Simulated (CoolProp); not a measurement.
Cyclopropane along the isobar 3.88 MPa: Z from the reference equation and from simpler models built on Tc = 125.5 °C, pc = 5.605 MPa, ω = 0.131; each cubic takes its own stable root.

Values from CoolProp's reference Helmholtz-energy equation of state, Polt 1992. This equation is an older, rougher fit; its heat capacities, sound speeds and derivatives of the liquid may be far off and weren't checked against measurements.

```json
[
 {"T (°C)": "61.25", "phase": "liquid", "reference": "0.1039"},
 {"T (°C)": "81.05", "phase": "liquid", "reference": "0.1060"},
 {"T (°C)": "100.85", "phase": "liquid", "reference": "0.1132"},
 {"T (°C)": "120.65", "phase": "gas", "reference": "0.6818"},
 {"T (°C)": "140.45", "phase": "gas", "reference": "0.7487"},
 {"T (°C)": "160.25", "phase": "gas", "reference": "0.7931"},
 {"T (°C)": "180.05", "phase": "gas", "reference": "0.8252"},
 {"T (°C)": "199.85", "phase": "gas", "reference": "0.8495"}
]
```

Problem. How far does each simpler model (van der Waals, Soave-Redlich-Kwong, Peng-Robinson) lie from the reference over these 8 states: mean and median of the absolute difference, and the worst?

Solution. 
- van der Waals: mean 76.3 %, median 4.5 %, worst +482.4 % at 100.85 °C and 3.88 MPa
- Soave-Redlich-Kwong: mean 6.0 %, median 1.0 %, worst +19.4 % at 100.85 °C and 3.88 MPa
- Peng-Robinson: mean 2.3 %, median 2.1 %, worst +5.9 % at 100.85 °C and 3.88 MPa

At some of these states van der Waals gives the other phase, because its saturation line lies elsewhere.
